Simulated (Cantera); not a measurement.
An adiabatic, constant-pressure homogeneous reactor starts with H2 : O2 : N2 = 1 : 1 : 3.76 (molar parts), at 1525 K and 1.00 bar. Integrator tolerance rtol = 1e-08.

Detailed kinetics in Cantera: the H2/O2 subset of GRI-Mech 3.0, which has no nitrogen chemistry.

Q: What does this change do: pressure from 1.00 bar to 6.60 bar?

A: 
```tsv
quantity	before	after
time of steepest temperature rise	13.2 µs	2.09 µs
temperature at 3.00 s	2568 K	2632 K
equilibrium temperature	2568 K	2632 K
x(H2) at 3.00 s	0.00477 (gas-phase equilibrium 0.00477)	0.00254 (gas-phase equilibrium 0.00254)
x(O2) at 3.00 s	0.0891 (gas-phase equilibrium 0.0891)	0.0906 (gas-phase equilibrium 0.0906)
x(HO2) at 3.00 s	1.17e-5 (gas-phase equilibrium 1.17e-5)	2.26e-5 (gas-phase equilibrium 2.26e-5)
x(H) at 3.00 s	0.00234 (gas-phase equilibrium 0.00234)	0.000862 (gas-phase equilibrium 0.000862)
x(H2O) at 3.00 s	0.172 (gas-phase equilibrium 0.172)	0.179 (gas-phase equilibrium 0.179)
x(H2O2) at 3.00 s	4.18e-7 (gas-phase equilibrium 4.18e-7)	1.27e-6 (gas-phase equilibrium 1.27e-6)
```
The hydrogen kinetics of GRI-Mech 3.0 are dated; newer H2 mechanisms differ, most at raised pressure.

Q: What does this change do: initial temperature 1525 to 1500 K?

A: 
| quantity | before | after |
|---|---|---|
| time of steepest temperature rise | 13.2 µs | 14.2 µs |
| temperature at 3.00 s | 2568 K | 2554 K |
| equilibrium temperature | 2568 K | 2554 K |
| x(H2) at 3.00 s | 0.00477 (gas-phase equilibrium 0.00477) | 0.00448 (gas-phase equilibrium 0.00448) |
| x(O2) at 3.00 s | 0.0891 (gas-phase equilibrium 0.0891) | 0.0894 (gas-phase equilibrium 0.0894) |
| x(HO2) at 3.00 s | 1.17e-5 (gas-phase equilibrium 1.17e-5) | 1.14e-5 (gas-phase equilibrium 1.14e-5) |
| x(H) at 3.00 s | 0.00234 (gas-phase equilibrium 0.00234) | 0.00214 (gas-phase equilibrium 0.00214) |
| x(H2O) at 3.00 s | 0.172 (gas-phase equilibrium 0.172) | 0.173 (gas-phase equilibrium 0.173) |
| x(H2O2) at 3.00 s | 4.18e-7 (gas-phase equilibrium 4.18e-7) | 4.09e-7 (gas-phase equilibrium 4.09e-7) |
